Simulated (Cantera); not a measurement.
# Fluorocarbon and chlorocarbon gases: CH2F2 + F2

Feed: 1 mol CH2F2, 0.3 mol F2, equilibrated at 100 Torr.

Method: chemical equilibrium by Gibbs-energy minimisation in Cantera with the NASA 1993 tables (ideal gas, pure condensed phases). Candidate condensed phases: C, C6H6, C7H8, C8H18; 95 gas species. Condensed phases not in the tables: fluorocarbon polymer. Gases not in the tables: C2F6 and larger saturated fluorocarbons. The numbers say what is thermodynamically allowed, not how fast it happens.

| T (°C) | log p HF | log p CF4 | log p CF2 | log p F | log p CF3 | n C(graphite) |
|---|---|---|---|---|---|---|
| 577 | -0.91 | -2.03 | <-12 | <-12 | -12.10 | 0.850 |
| 677 | -0.91 | -2.03 | -11.06 | -12.59 | -10.62 | 0.850 |
| 777 | -0.91 | -2.03 | -9.58 | -10.93 | -9.42 | 0.850 |
| 877 | -0.91 | -2.03 | -8.36 | -9.57 | -8.44 | 0.850 |
| 977 | -0.91 | -2.03 | -7.34 | -8.42 | -7.61 | 0.850 |
| 1077 | -0.91 | -2.03 | -6.47 | -7.44 | -6.91 | 0.850 |
| 1177 | -0.91 | -2.03 | -5.72 | -6.59 | -6.30 | 0.850 |
| 1277 | -0.91 | -2.03 | -5.07 | -5.86 | -5.77 | 0.850 |
| 1377 | -0.91 | -2.03 | -4.50 | -5.21 | -5.31 | 0.850 |
| 1477 | -0.91 | -2.03 | -4.00 | -4.64 | -4.90 | 0.849 |
| 1577 | -0.91 | -2.04 | -3.56 | -4.13 | -4.54 | 0.848 |
| 1677 | -0.91 | -2.05 | -3.16 | -3.67 | -4.23 | 0.845 |
| 1777 | -0.91 | -2.08 | -2.82 | -3.27 | -3.96 | 0.839 |
log p: log10 of the partial pressure in bar; n: condensed amount in mol.

From 577 °C to 1777 °C the condensed part is C(graphite). The main C-bearing gas is CF4 throughout.
